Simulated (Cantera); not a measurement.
An adiabatic, constant-pressure homogeneous reactor starts with CH4 : CO : O2 : N2 : H2O = 1 : 0.58 : 5.72 : 21.5 : 3.5 (molar parts), at 1223 K and 140000 Pa.

Detailed kinetics in Cantera: GRI-Mech 3.0 (53 species, 325 reactions).

One state of this run: T (K) = 1992; x CH4 = <1e-12; x CO = 0.000158; x O2 = 0.107; x H2O2 = 1.19e-7; x H2 = 0.000120; x C2H = <1e-12. x: mole fraction; the columns are a selection and need not sum to one.

Which value of t (s) does it belong to?
A) 0.136
B) 5.41e-6
C) 2.93e-5
D) 0.00465

A, 0.136
